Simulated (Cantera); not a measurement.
Input: 1 mol Si2H6, 0.49 mol HCl, 28 mol N2, held at 150000 Pa.

Cantera equilibrium calculation (NASA polynomials, part measured and part estimated; ideal gas, pure solids and liquids). Candidate condensed phases: NH4Cl, Si, Si3N4; 28 gas species. The feed counts by its element totals alone. N2 is the only nitrogen source here; it is nearly inert below about 1500 K, so the nitride shown seldom forms there in practice. Equilibrium is a limit: real reactors are often held back by kinetics, nucleation or transport. All values below are at 1323 K.

Base state: N2 0.884, H2 0.0995, HCl 0.0162 (mole fractions); condensed: Si3N4(s).

What changes in the equilibrium state with this change: Si2H6 replaced by SiH2Cl2?


```
species         before     after
-------------  -------  --------
N2               0.884     0.923
HCl             0.0162    0.0555
H2              0.0995    0.0140
SiCl4          1.02e-6   0.00677
SiCl3          3.23e-7  0.000236
SiHCl3         3.16e-7   8.68e-5
SiCl2          5.61e-7   4.52e-5
Si3N4(s), mol    0.667     0.262
```
The tables' values for SiCl3 are old estimates; treat these amounts as uncertain.
